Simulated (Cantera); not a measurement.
A freely propagating, adiabatic, planar premixed flame of 52.2 % H2, 10.0 % O2, 37.8 % N2, equivalence ratio 2.6, unburnt at 350 K and 170000 Pa; multicomponent+Soret transport, grid criteria slope 0.08 and curve 0.16, no radiation.

Cantera simulation using the H2/O2 subset of GRI-Mech 3.0, which has no nitrogen chemistry; the numbers are that mechanism's predictions, not measurements. Burning velocities carry a grid error of a few per cent, more on coarse grids.

### Question
Predict: laminar burning velocity; thermal thickness; peak x(HO2); peak x(H2O2); peak x(O).

### Answer
| Item | Result |
|---|---|
| laminar burning velocity | 314 cm/s |
| thermal thickness | 0.185 mm |
| peak x(HO2) | 0.000558 |
| peak x(H2O2) | 8.12e-5 |
| peak x(O) | 0.00130 |
